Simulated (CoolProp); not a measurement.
The fluid at 298.15 K and 1.64 MPa (stagnation) flows isentropically through a choked orifice. The same conditions are run with several fluids, on thermodynamics alone (safety and materials aside).

The numbers come from the reference Helmholtz-energy equation of state of each fluid (C2F6 (R116): Lemmon 2006; R13: Platzer 1990; oxygen: Schmidt 1985; dry air: Lemmon 2000; carbon monoxide: Lemmon 2006) in CoolProp. The equations of Platzer and Polt are older, rougher fits. Blends and air are pseudo-pure fits.

| fluid | throat to inlet pressure ratio | mass flux (kg/(m² s)) | throat temperature (K) |
|---|---|---|---|
| C2F6 (R116) | 0.608 | 8180 | 282.7 |
| R13 | 0.588 | 7260 | 274.7 |
| oxygen | 0.527 | 4060 | 248.1 |
| dry air | 0.526 | 3860 | 247.7 |
| carbon monoxide | 0.526 | 3800 | 247.6 |
